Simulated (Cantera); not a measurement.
A closed system holds: 1 mol Zr, 1.5 mol N2O, 2.5 mol N2, held at 0.150 Pa.

Method: chemical equilibrium by Gibbs-energy minimisation in Cantera with the NASA 1993 tables (ideal gas, pure condensed phases). Candidate condensed phases: Zr, ZrN, ZrO2; 13 gas species. Mutual solubility and eutectic melting of coexisting phases are not modelled. ZrN: taken at fixed stoichiometry. Condensed phases not in the tables: solid solutions among these carbides, nitrides and lower oxides. Rates play no part. All values below are at 1600 °C.

Base state: N2 1.000, ZrO 0.000163 (mole fractions); condensed: ZrN(s) + ZrO2(tetragonal).

Task: What changes in the equilibrium state with this change: 0.45 mol O2 added?

Result: 
| species | before | after |
|---|---|---|
| N2 | 1.000 | 0.936 |
| O | 9.29e-8 | 0.0330 |
| O2 | <1e-9 | 0.0293 |
| ZrO | 0.000163 | <1e-9 |
| NO | 6.24e-9 | 0.00215 |
| ZrN(s), mol | 0.250 | 0 |
| ZrO2(tetragonal), mol | 0.750 | 1.000 |
